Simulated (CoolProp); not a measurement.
Vapour-liquid equilibrium of R22 (1) + c-C4F8 (RC318) (2) at 341.7 K; x and y are mole fractions of (1).

Model: multi-fluid Helmholtz-energy mixture model, Kamei 1995 and Platzer 1990; pair parameters Bell 2016, in CoolProp. This equation is an older, rougher fit; its heat capacities, sound speeds and derivatives of the liquid may be far off and weren't checked against measurements.

Q: Give the bubble pressure and the first vapour's composition at x = 0.15, 0.25, 0.65. Is there an azeotrope?

A: x = 0.15: 1257 kPa, y = 0.269; x = 0.25: 1491 kPa, y = 0.435; x = 0.65: 2445 kPa, y = 0.784. No azeotrope shows between x = 0.05 and 0.95.

Pair parameters are fitted to limited data, so mixtures are less certain than the pure fluids. The gap from Raoult's law changes sign with composition, which may be real or a fault of the pair parameters; it wasn't checked against measurements.
